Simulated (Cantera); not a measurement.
Charge: 1 mol MgCO3, 0.053 mol H2S, 3.7 mol CO2, equilibrated at 775 K and 7.10 bar.

Equilibrium computed with Cantera from the NASA thermochemical tables; the gas is ideal and each condensed phase is pure. Candidate condensed phases: C, C6H6, C7H8, C8H18, H2O, H2SO4, Mg, MgCO3, MgO, Mg(OH)2, MgS, MgSO4, S; 130 gas species. Gases not in the tables: S3 to S7. Equilibrium is a limit: real reactors are often held back by kinetics, nucleation or transport.

Base state: CO2 0.982, H2O 0.00613, COS 0.00525, H2S 0.00499, CO 0.000929, S2 0.000430, SO2 3.06e-5, H2 2.93e-5 (mole fractions); condensed: MgO(s).

**Question.** What changes in the equilibrium state with this change: pressure from 7.10 bar to 12.0 mbar?

**Answer.** 
```
species        before     after
-----------  --------  --------
CO2             0.982     0.979
H2O           0.00613   0.00763
CO           0.000929   0.00497
COS           0.00525   0.00278
H2            2.93e-5  0.000196
S2           0.000430   0.00249
SO2           3.06e-5   6.19e-5
MgO(s), mol      1.00      1.00
```

**Question.** What changes in the equilibrium state with this change: temperature from 775 K to 1100 K?

**Answer.** 
```tsv
species	before	after
CO2	0.982	0.967
CO	0.000929	0.0140
H2O	0.00613	0.0101
H2S	0.00499	0.000880
SO2	3.06e-5	0.00329
S2O	1.80e-6	5.04e-5
H2	2.93e-5	0.000144
MgO(s), mol	1.00	1.00
```
